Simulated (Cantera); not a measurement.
Mixture: CH4 : O2 : N2 = 1 : 2.22 : 8.36 (molar parts), equivalence ratio 0.90, at 10.0 bar, adiabatic and at constant pressure. Ignition delay is the time to a rise of 400 K.

Detailed kinetics in Cantera: GRI-Mech 3.0 (53 species, 325 reactions).

What does this change do: constant volume in place of constant pressure?


```tsv
quantity	before	after
delay at 1300 K	1.40 ms	1.32 ms
delay at 1400 K	0.480 ms	0.450 ms
delay at 1500 K	0.180 ms	0.168 ms
delay at 1600 K	73.3 µs	68.0 µs
delay at 1700 K	32.5 µs	30.1 µs
apparent activation energy between 1650 and 1750 K	180 kJ/mol	180 kJ/mol
```

What does this change do: pressure from 10.0 bar to 1.01 bar?


| quantity | before | after |
|---|---|---|
| delay at 1300 K | 1.40 ms | 11.0 ms |
| delay at 1400 K | 0.480 ms | 3.26 ms |
| delay at 1500 K | 0.180 ms | 1.12 ms |
| delay at 1600 K | 73.3 µs | 0.450 ms |
| delay at 1700 K | 32.5 µs | 0.209 ms |
| apparent activation energy between 1650 and 1750 K | 180 kJ/mol | 170 kJ/mol |

What does this change do: pressure from 10.0 bar to 11.0 bar?


```tsv
quantity	before	after
delay at 1300 K	1.40 ms	1.27 ms
delay at 1400 K	0.480 ms	0.439 ms
delay at 1500 K	0.180 ms	0.166 ms
delay at 1600 K	73.3 µs	67.7 µs
delay at 1700 K	32.5 µs	30.1 µs
apparent activation energy between 1650 and 1750 K	180 kJ/mol	180 kJ/mol
```
